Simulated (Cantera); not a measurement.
Feed: 1 mol Ta2O5, 2.1 mol CH4, 0.69 mol H2, at 2025 K and 101000 Pa.

Equilibrium computed with Cantera from the NASA thermochemical tables; the gas is ideal and each condensed phase is pure. Candidate condensed phases: C, C6H6, C7H8, C8H18, H2O, Ta, TaC, Ta2O5; 113 gas species. Mutual solubility and eutectic melting of coexisting phases are not modelled. TaC: taken at fixed stoichiometry. Condensed phases not in the tables: Ta2C. The numbers say what is thermodynamically allowed, not how fast it happens.

Base state: H2 0.760, CO 0.233, H2O 0.00477, H 0.00167, CO2 0.000313 (mole fractions); condensed: TaC(s) + Ta2O5(s).

**Question.** What changes in the equilibrium state with this change: temperature from 2025 K to 1025 K?

**Answer.** 
| species | before | after |
|---|---|---|
| H2 | 0.760 | 0.934 |
| CH4 | 9.31e-7 | 0.0650 |
| CO | 0.233 | 0.000851 |
| H | 0.00167 | 4.18e-9 |
| CO2 | 0.000313 | 2.52e-7 |
| H2O | 0.00477 | 0.000214 |
| TaC(s), mol | 0.609 | 0.00196 |
| Ta2O5(s), mol | 0.695 | 0.999 |
| C(graphite), mol | 0 | 1.80 |
